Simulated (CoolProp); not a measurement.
Model: reference Helmholtz-energy equation of state, Wagner 2002, in CoolProp.

Task: For water, give the phase and the cp (kJ/(kg K)), isothermal compressibility (1/MPa), expansivity (1/kK) at 494.8 K and 7.64 MPa; 494.8 K and 12.7 MPa; 494.8 K and 30.6 MPa.

Result: 
- 494.8 K and 7.64 MPa: liquid; cp 4.59, isothermal compressibility 0.00102, expansivity 1.53
- 494.8 K and 12.7 MPa: liquid; cp 4.55, isothermal compressibility 0.000981, expansivity 1.48
- 494.8 K and 30.6 MPa: liquid; cp 4.44, isothermal compressibility 0.000856, expansivity 1.35
